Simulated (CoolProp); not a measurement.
Computed with CoolProp (reference Helmholtz-energy equation of state, Thol 2019).

Q: Give the vapour pressure (MPa), liquid cp (kJ/(kg K)), vapour Z, surface tension (mN/m) of saturated tetradecamethylhexasiloxane (MD4M) at 29.55, 41.65, 114.55 °C.

A: 
```json
[
 {"T (°C)": "29.55", "p (MPa)": "1.17e-6", "liquid cp (kJ/(kg K))": "1.72", "vapour Z": "1.000", "surface tension (mN/m)": "17.8"},
 {"T (°C)": "41.65", "p (MPa)": "3.86e-6", "liquid cp (kJ/(kg K))": "1.75", "vapour Z": "1.000", "surface tension (mN/m)": "17.0"},
 {"T (°C)": "114.55", "p (MPa)": "0.000694", "liquid cp (kJ/(kg K))": "1.91", "vapour Z": "0.997", "surface tension (mN/m)": "12.3"}
]
```

Surface tension comes from a separate correlation (Mulero 2014), older than this fluid's equation and unchecked against measurements.
